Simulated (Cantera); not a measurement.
An adiabatic, constant-volume homogeneous reactor starts with CH4 : O2 : N2 = 1 : 1.7 : 8.36 (molar parts), at 1048 K and 5.00 bar.

Cantera simulation using GRI-Mech 3.0 (53 species, 325 reactions); the numbers are that mechanism's predictions, not measurements.

**Question.** Predict: time of steepest temperature rise; temperature at 5.00 s; equilibrium temperature; x(O2) at 5.00 s; x(CH2O) at 5.00 s; x(CO2) at 5.00 s; x(HCN) at 5.00 s; x(CO) at 5.00 s.

**Answer.** 
- time of steepest temperature rise: 0.111 s
- temperature at 5.00 s: 2750 K
- equilibrium temperature: 2750 K
- x(O2) at 5.00 s: 0.00147 (gas-phase equilibrium 0.00147)
- x(CH2O) at 5.00 s: 4.29e-9 (gas-phase equilibrium 4.29e-9)
- x(CO2) at 5.00 s: 0.0467 (gas-phase equilibrium 0.0467)
- x(HCN) at 5.00 s: 1.73e-8 (gas-phase equilibrium 1.73e-8)
- x(CO) at 5.00 s: 0.0407 (gas-phase equilibrium 0.0407)
